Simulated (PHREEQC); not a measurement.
Consider water at 25 °C with 0.0058 mol Na2B4O7 per kg of water. Closed to the air; pH follows from the charge balance.

The numbers come from PHREEQC with the ion-association model, phreeqc.dat.

Each row changes one thing in this solution. No solid was allowed to form.

```
case                                              pH  ionic strength (mol/kgw)
----------------------------------------------  ----  ------------------------
as made                                         9.19                    0.0116
Na2B4O7 replaced by NaNO3 at the same molality  7.00                   0.00580
Na2B4O7 from 0.0058 to 0.0029 mol/kgw           9.20                   0.00580
temperature from 25 to 15 °C                    9.27                    0.0116
0.00023 mol/kgw HF added                        9.17                    0.0116
temperature from 25 to 10 °C                    9.32                    0.0116
0.00067 mol/kgw SrCl2 added                     9.19                    0.0136
```

Away from 25 °C the constants follow the database's enthalpies or fits; those with neither stay at their 25 °C values.
